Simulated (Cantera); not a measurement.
Input: 1 mol Ta2O5, 2.1 mol C, 2.7 mol H2, 1.5 mol CH4, at 710 Pa.

Cantera equilibrium calculation (NASA polynomials, part measured and part estimated; ideal gas, pure solids and liquids). Candidate condensed phases: C, C6H6, C7H8, C8H18, H2O, Ta, TaC, Ta2O5; 113 gas species. Mutual solubility and eutectic melting of coexisting phases are not modelled. TaC: taken at fixed stoichiometry. Condensed phases not in the tables: Ta2C, N, O or C dissolved in the metal. Kinetics and transport are ignored.

Task: What share of the Ta ends up in condensed phases as a function of T (K), at 1748, 1848, 1948, 2048, 2148, 2248, 2348?

Result: 
```tsv
T (K)	Ta condensed (%)	as
1748	100.0	TaC(s) + Ta2O5(s)
1848	100.0	TaC(s) + Ta2O5(s)
1948	100.0	TaC(s) + Ta2O5(s)
2048	99.8	Ta(s) + Ta2O5(s)
2148	99.2	Ta(s) + Ta2O5(l)
2248	96.9	Ta(s) + Ta2O5(l)
2348	89.5	Ta(s) + Ta2O5(l)
```
